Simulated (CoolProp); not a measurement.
A Linde-Hampson liquefier for ethylene: isothermal reversible compression at 320 K from 1 atm to 25 MPa, throttling to 1 atm, return gas leaving the recuperator 2 K below the feed. Each further row changes one setting.

Values from CoolProp's reference Helmholtz-energy equation of state, Smukala 2000.

| case | liquid yield per pass | compression work (kJ/kg of gas) |
|---|---|---|
| as stated | 0.423 | 432 |
| high pressure 50 MPa | 0.418 | 491 |
| warm-end temperature 350 K | 0.346 | 498 |
| warm-end gap 7 K | 0.416 | 432 |
